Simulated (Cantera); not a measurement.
**Adiabatic ignition**

An adiabatic, constant-volume homogeneous reactor starts with 30.0 % CO, 3.60 % H₂, 14.0 % O₂, 52.4 % N₂, at 1450 K and 1200 Torr.

Detailed kinetics in Cantera: GRI-Mech 3.0 (53 species, 325 reactions).

| t (s) | T (K) | P (bar) | x CO | x H₂ | x O₂ | x N₂O | x H₂O₂ | x NO | x NO₂ |
|---|---|---|---|---|---|---|---|---|---|
| 5.00e-6 | 1450 | 1.60 | 0.300 | 0.0360 | 0.140 | 4.49e-12 | 9.15e-10 | <1e-12 | <1e-12 |
| 1.06e-5 | 1450 | 1.60 | 0.300 | 0.0357 | 0.140 | 2.28e-10 | 3.71e-8 | 9.76e-12 | <1e-12 |
| 2.25e-5 | 1660 | 1.82 | 0.261 | 0.00362 | 0.0944 | 1.93e-7 | 8.23e-7 | 3.43e-6 | 2.20e-9 |
| 4.78e-5 | 2360 | 2.48 | 0.187 | 0.00457 | 0.0521 | 4.33e-7 | 1.26e-7 | 0.000146 | 6.61e-8 |
| 0.000101 | 2824 | 2.88 | 0.165 | 0.00366 | 0.0438 | 7.99e-7 | 1.02e-7 | 0.00140 | 6.60e-7 |
| 0.000215 | 2965 | 3.00 | 0.155 | 0.00331 | 0.0376 | 1.13e-6 | 1.48e-7 | 0.00624 | 2.70e-6 |
| 0.000457 | 2960 | 2.99 | 0.154 | 0.00334 | 0.0350 | 1.21e-6 | 1.44e-7 | 0.0122 | 5.10e-6 |
| 0.000971 | 2956 | 2.99 | 0.154 | 0.00336 | 0.0338 | 1.26e-6 | 1.42e-7 | 0.0150 | 6.22e-6 |
| 0.00206 | 2956 | 2.98 | 0.154 | 0.00336 | 0.0337 | 1.27e-6 | 1.41e-7 | 0.0154 | 6.34e-6 |
| 0.00437 | 2956 | 2.98 | 0.154 | 0.00336 | 0.0337 | 1.27e-6 | 1.41e-7 | 0.0154 | 6.35e-6 |
| 0.00928 | 2956 | 2.98 | 0.154 | 0.00336 | 0.0337 | 1.27e-6 | 1.41e-7 | 0.0154 | 6.35e-6 |
| 0.0197 | 2956 | 2.98 | 0.154 | 0.00336 | 0.0337 | 1.27e-6 | 1.41e-7 | 0.0154 | 6.35e-6 |
| 0.0418 | 2956 | 2.98 | 0.154 | 0.00336 | 0.0337 | 1.27e-6 | 1.41e-7 | 0.0154 | 6.35e-6 |
| 0.0888 | 2956 | 2.98 | 0.154 | 0.00336 | 0.0337 | 1.27e-6 | 1.41e-7 | 0.0154 | 6.35e-6 |
| 0.188 | 2956 | 2.98 | 0.154 | 0.00336 | 0.0337 | 1.27e-6 | 1.41e-7 | 0.0154 | 6.35e-6 |
| 0.400 | 2956 | 2.98 | 0.154 | 0.00336 | 0.0337 | 1.27e-6 | 1.41e-7 | 0.0154 | 6.35e-6 |
x: mole fraction; the columns are a selection and need not sum to one.

- time of steepest temperature rise: 25.5 µs
- temperature at 0.400 s: 2956 K
- equilibrium temperature: 2956 K
- x(CO) at 0.400 s: 0.154 (gas-phase equilibrium 0.154)
- x(H₂) at 0.400 s: 0.00336 (gas-phase equilibrium 0.00336)
- x(O₂) at 0.400 s: 0.0337 (gas-phase equilibrium 0.0337)
